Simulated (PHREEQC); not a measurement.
Make-up at 25 °C: 0.032 mol/kgw Cu(NO3)2, 0.093 mol/kgw HNO3 and 0.00069 mol/kgw KCl. Closed to the air; pH follows from the charge balance.

Computed with PHREEQC (ion-association model, wateq4f.dat).

```json
{
 "pH": "1.13",
 "ionic_strength": "0.190 mol/kgw",
 "total_alkalinity": "-93.0 meq/kg"
}
```

```json
[
 {"species": "NO3-", "molality": "0.157", "activity": "0.110", "log γ": "-0.155"},
 {"species": "H+", "molality": "0.0930", "activity": "0.0744", "log γ": "-0.097"},
 {"species": "Cu+2", "molality": "0.0320", "activity": "0.0106", "log γ": "-0.478"},
 {"species": "K+", "molality": "0.000690", "activity": "0.000494", "log γ": "-0.145"},
 {"species": "Cl-", "molality": "0.000671", "activity": "0.000480", "log γ": "-0.145"},
 {"species": "CuCl+", "molality": "1.90e-5", "activity": "1.38e-5", "log γ": "-0.141"},
 {"species": "CuCl2", "molality": "3.40e-9", "activity": "3.55e-9", "log γ": "0.019"},
 {"species": "CuOH+", "molality": "1.97e-9", "activity": "1.42e-9", "log γ": "-0.141"}
]
```

Precipitation was switched off in this run. Species that the database lacks are ignored.
